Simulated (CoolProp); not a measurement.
Fluoroethane (R161) along the isobar 0.496 MPa: Z from the reference equation and from simpler models built on Tc = 102.1 °C, pc = 5.010 MPa, ω = 0.216; each cubic takes its own stable root.

The numbers come from the reference Helmholtz-energy equation of state, Wu 2012 in CoolProp.

| T (°C) | phase | reference |
|---|---|---|
| 63.15 | gas | 0.9476 |
| 69.75 | gas | 0.9511 |
| 76.35 | gas | 0.9543 |
| 82.85 | gas | 0.9571 |
| 89.45 | gas | 0.9598 |
| 96.05 | gas | 0.9622 |
| 102.65 | gas | 0.9644 |
| 109.15 | gas | 0.9664 |
| 115.75 | gas | 0.9683 |
| 122.35 | gas | 0.9701 |
| 128.95 | gas | 0.9717 |
| 135.45 | gas | 0.9732 |
| 142.05 | gas | 0.9746 |

How far does each simpler model (van der Waals, Redlich-Kwong, Peng-Robinson) lie from the reference over these 13 states: mean and median of the absolute difference, and the worst?


- van der Waals: mean 0.7 %, median 0.6 %, worst +1.4 % at 63.15 °C and 0.496 MPa
- Redlich-Kwong: mean 0.2 %, median 0.1 %, worst +0.5 % at 63.15 °C and 0.496 MPa
- Peng-Robinson: mean 0.2 %, median 0.2 %, worst -0.3 % at 109.15 °C and 0.496 MPa
